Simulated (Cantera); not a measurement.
An isothermal, constant-pressure homogeneous reactor starts with 0.353 % CO, 4.00 % O2, 0.296 % H2O, 95.3 % N2, equivalence ratio 0.044, at 1075 K and 9.67 atm.

Cantera simulation using GRI-Mech 3.0 (53 species, 325 reactions); the numbers are that mechanism's predictions, not measurements.

x: mole fraction; the columns are a selection and need not sum to one.

```csv
t (s),x CO,x O2,x H2O,x CO2,x H,x O,x H2
1.00e-5,0.00353,0.0400,0.00296,7.53e-11,<1e-12,7.29e-11,<1e-12
3.51e-5,0.00353,0.0400,0.00296,2.79e-10,<1e-12,2.46e-10,<1e-12
0.000123,0.00353,0.0400,0.00296,[?],1.28e-12,7.57e-10,<1e-12
0.000433,0.00353,0.0400,0.00296,[?],3.86e-12,1.79e-9,1.81e-12
0.00152,0.00353,0.0400,0.00296,[?],1.03e-11,2.83e-9,1.76e-11
0.00534,0.00353,0.0400,0.00296,[?],4.37e-11,5.78e-9,2.23e-10
0.0187,0.00351,0.0400,0.00296,[?],5.49e-10,3.76e-8,1.10e-8
0.0658,0.00331,0.0399,0.00295,[?],1.27e-9,6.65e-8,3.09e-7
0.231,0.00264,0.0396,0.00296,[?],9.86e-10,5.64e-8,7.03e-7
0.811,0.00132,0.0390,0.00296,[?],4.38e-10,3.28e-8,4.15e-7
2.85,0.000264,0.0385,0.00296,0.00327,6.38e-11,7.81e-9,6.81e-8
10.0,1.68e-5,0.0384,0.00296,0.00352,3.69e-12,6.60e-10,5.11e-9
```

Some entries are withheld; supply them.


- 0.000123, x CO2: 1.20e-9
- 0.000433, x CO2: 6.61e-9
- 0.00152, x CO2: 4.56e-8
- 0.00534, x CO2: 4.77e-7
- 0.0187, x CO2: 1.33e-5
- 0.0658, x CO2: 0.000221
- 0.231, x CO2: 0.000893
- 0.811, x CO2: 0.00221
